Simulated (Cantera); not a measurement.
An isothermal, constant-pressure homogeneous reactor starts with 32.3 % C2H6, 67.7 % H2, at 1475 K and 2.40 Torr.

Computed with Cantera and GRI-Mech 3.0 (53 species, 325 reactions). GRI-Mech 3.0 stops at C3 and has no aromatics, soot or wall deposition, so with more carbon than oxygen in the feed, carbon stays in small species such as C2H2 where larger ones or solid carbon would form. Radical loss at walls, strong at low pressure, is not modelled.

Task: Predict: x(C2H6) at 50.0 s; x(H2) at 50.0 s; x(CH4) at 50.0 s; x(CH3) at 50.0 s; x(C2H2) at 50.0 s; x(CH2) at 50.0 s; x(C2H) at 50.0 s.

Result: 
```
Property                                             Result
-----------------  ----------------------------------------
x(C2H6) at 50.0 s   5.25e-6 (gas-phase equilibrium 4.92e-9)
x(H2) at 50.0 s         0.751 (gas-phase equilibrium 0.803)
x(CH4) at 50.0 s     0.0760 (gas-phase equilibrium 0.00113)
x(CH3) at 50.0 s   0.000242 (gas-phase equilibrium 5.90e-6)
x(C2H2) at 50.0 s       0.173 (gas-phase equilibrium 0.196)
x(CH2) at 50.0 s    2.70e-8 (gas-phase equilibrium 1.22e-9)
x(C2H) at 50.0 s    4.38e-8 (gas-phase equilibrium 8.10e-8)
```
